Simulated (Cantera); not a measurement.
An adiabatic, constant-volume homogeneous reactor starts with H₂ : O₂ : N₂ : H₂O = 1 : 0.238 : 0.895 : 0.053 (molar parts), at 1700 K and 1.40 bar. Integrator tolerance rtol = 1e-08.

Cantera simulation using GRI-Mech 3.0 (53 species, 325 reactions); the numbers are that mechanism's predictions, not measurements.

| quantity | before | after |
|---|---|---|
| time of steepest temperature rise | 5.85 µs | 29.6 µs |
| temperature at 3.00 s | 2984 K | 2818 K |
| equilibrium temperature | 2984 K | 2818 K |
| x(H₂) at 3.00 s | 0.248 (gas-phase equilibrium 0.248) | 0.240 (gas-phase equilibrium 0.240) |
| x(O₂) at 3.00 s | 0.000754 (gas-phase equilibrium 0.000754) | 0.00124 (gas-phase equilibrium 0.00124) |
| x(H₂O) at 3.00 s | 0.240 (gas-phase equilibrium 0.240) | 0.232 (gas-phase equilibrium 0.232) |
| x(NO₂) at 3.00 s | 1.11e-7 (gas-phase equilibrium 1.11e-7) | 7.10e-8 (gas-phase equilibrium 7.10e-8) |
| x(HO₂) at 3.00 s | 1.15e-6 (gas-phase equilibrium 1.15e-6) | 7.76e-7 (gas-phase equilibrium 7.76e-7) |

Task: Name the change that produced these shifts.
(A) H2 1 to 2.7 parts
(B) initial temperature 1700 to 1050 K
(C) H2 1 to 1.3 parts
(D) pressure from 1.40 bar to 0.270 bar

Result: D, pressure from 1.40 bar to 0.270 bar
